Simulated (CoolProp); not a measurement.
Oxygen along the isobar 16100 kPa: Z from the reference equation and from simpler models built on Tc = -118.6 °C, pc = 5046 kPa, ω = 0.022; each cubic takes its own stable root.

Model: reference Helmholtz-energy equation of state, Schmidt 1985, in CoolProp. Above 300 K oxygen's equation is extrapolated.

```
T (°C)           phase  reference
-------  -------------  ---------
-211.65         liquid     0.7784
-190.35         liquid     0.6211
-169.05         liquid     0.5354
-147.75         liquid     0.4894
-126.55         liquid     0.4737
-105.25  supercritical     0.4941
-83.95   supercritical     0.5725
-62.65   supercritical     0.6904
-41.35   supercritical     0.7882
-20.15   supercritical     0.8565
1.15     supercritical     0.9046
22.45    supercritical     0.9392
43.75    supercritical     0.9646
64.95    supercritical     0.9836
86.25    supercritical     0.9981
107.55   supercritical      1.009
```

Q: How far does each simpler model (Soave-Redlich-Kwong, Peng-Robinson) lie from the reference over these 16 states: mean and median of the absolute difference, and the worst?

A: 
- Soave-Redlich-Kwong: mean 2.6 %, median 2.1 %, worst +7.1 % at -83.95 °C and 16100 kPa
- Peng-Robinson: mean 4.6 %, median 2.1 %, worst -11.4 % at -169.05 °C and 16100 kPa
